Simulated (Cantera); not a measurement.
A perfectly stirred reactor is fed with CO : O₂ : H₂O : N₂ = 0.002 : 0.04 : 0.0003 : 1 (molar parts), at 2930 Torr; it is held at 1425 K, and followed from long to short residence time.

Detailed kinetics in Cantera: GRI-Mech 3.0 (53 species, 325 reactions).

x: mole fraction; the columns are a selection and need not sum to one.

```
τ (s)       x CO    x O₂     x H₂O     x NO    x NO₂    x N₂O    x HO₂
------  --------  ------  --------  -------  -------  -------  -------
15       4.86e-6  0.0375  0.000287  2.30e-6  4.14e-8  3.14e-7  2.24e-8
4.3      1.24e-5  0.0375  0.000287  2.34e-6  5.79e-8  5.98e-7  5.12e-8
1.2      3.20e-5  0.0375  0.000286  2.48e-6  7.75e-8  1.14e-6  1.16e-7
0.36     7.73e-5  0.0375  0.000285  2.54e-6  8.99e-8  1.97e-6  2.36e-7
0.10    0.000191  0.0375  0.000284      ___  8.27e-8  3.01e-6  4.63e-7
0.030   0.000417  0.0376  0.000282      ___  5.42e-8  3.53e-6  7.82e-7
0.0086  0.000829  0.0378  0.000280      ___  2.19e-8  3.01e-6  1.17e-6
0.0025   0.00135  0.0381  0.000279      ___  4.64e-9  1.69e-6  1.45e-6
```

Problem. What belongs in the gaps?

Solution. 
- 0.10, x NO: 2.27e-6
- 0.030, x NO: 1.55e-6
- 0.0086, x NO: 6.78e-7
- 0.0025, x NO: 1.53e-7
